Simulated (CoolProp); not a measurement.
Vapour-liquid equilibrium of dimethyl ether (1) + n-butane (2) at 254.7 K; x and y are mole fractions of (1).

Computed with CoolProp (multi-fluid Helmholtz-energy mixture model, Wu 2011 and Bücker 2006; pair parameters Bell 2016).

Give the bubble pressure and the first vapour's composition at x = 0.05, 0.725, 0.95. Is there an azeotrope?

x = 0.05: 57.20 kPa, y = 0.190; x = 0.725: 120.0 kPa, y = 0.841; x = 0.95: 130.6 kPa, y = 0.965. No azeotrope shows between x = 0.05 and 0.95.

The pair parameters rest on a limited set of measurements; away from them the model extrapolates.
